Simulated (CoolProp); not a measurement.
The numbers come from the reference Helmholtz-energy equation of state, Guder 2009 in CoolProp.

Q: For sulfur hexafluoride, give the phase and the cv (kJ/(kg K)), Prandtl number at 287.45 °C and 2070 kPa; 127.35 °C and 27.1 kPa; 117.05 °C and 101 kPa.

A: 
- 287.45 °C and 2070 kPa: gas; cv 0.860, Prandtl number 0.729
- 127.35 °C and 27.1 kPa: gas; cv 0.741, Prandtl number 0.765
- 117.05 °C and 101 kPa: gas; cv 0.731, Prandtl number 0.766

Viscosity comes from a separate model (Quiñones-Cisneros 2012). Thermal conductivity comes from a separate model (Assael 2012).
